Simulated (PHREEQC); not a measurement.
Dissolve 0.023 mol CaCl2, 0.00076 mol CO2 and 0.0054 mol MgSO4 per kg of water at 51 °C. Closed to the air; pH follows from the charge balance.

All values are PHREEQC results (Pitzer model, pitzer.dat), not measurements.

Precipitation was switched off in this run.

Problem. What pH does the model give?

Solution. pH 4.75.

Problem. In which forms is C present?

Solution. CO2 96 %, HCO3- 3.6 % of the C.

At this temperature some constants are extrapolated from 25 °C, and those without enthalpy data are left unchanged.
